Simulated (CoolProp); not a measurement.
Vapour-liquid equilibrium of n-pentane (1) + cyclohexane (2) at 22.55 °C; x and y are mole fractions of (1).

The numbers come from the multi-fluid Helmholtz-energy mixture model, Thol 2019 and Zhou 2014; pair parameters Bell 2016 in CoolProp.

Q: Give the bubble pressure and the first vapour's composition at x = 0.05, 0.55, 0.65. Is there an azeotrope?

A: x = 0.05: 0.1477 bar, y = 0.249; x = 0.55: 0.4089 bar, y = 0.861; x = 0.65: 0.4561 bar, y = 0.900. No azeotrope shows between x = 0.05 and 0.95.

The pair parameters rest on a limited set of measurements; away from them the model extrapolates.
